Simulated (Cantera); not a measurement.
Feed: 1 mol B2O3, 0.66 mol F2, 10 mol H2, held at 1225 K and 1000 Pa.

Equilibrium computed with Cantera from the NASA thermochemical tables; the gas is ideal and each condensed phase is pure. Candidate condensed phases: B, B2O3, B3O3H3, H2O; 43 gas species. Gases not in the tables: H3BO3. Kinetics and transport are ignored.

Base state: H2 0.875, HF 0.0639, H2O 0.0289, BOF 0.0152, BF3 0.0131, HBO2 0.00200, B3O3F3 0.00174, BHF2 1.52e-5 (mole fractions); condensed: B2O3(l).

### Question
What changes in the equilibrium state with this change: temperature from 1225 K to 1000 K?

### Answer
| species | before | after |
|---|---|---|
| H2 | 0.875 | 0.887 |
| HF | 0.0639 | 0.0511 |
| H2O | 0.0289 | 0.0371 |
| BOF | 0.0152 | 0.000293 |
| BF3 | 0.0131 | 0.0223 |
| HBO2 | 0.00200 | 5.05e-5 |
| BHF2 | 1.52e-5 | 2.14e-6 |
| B2O3(l), mol | 0.810 | 0.843 |
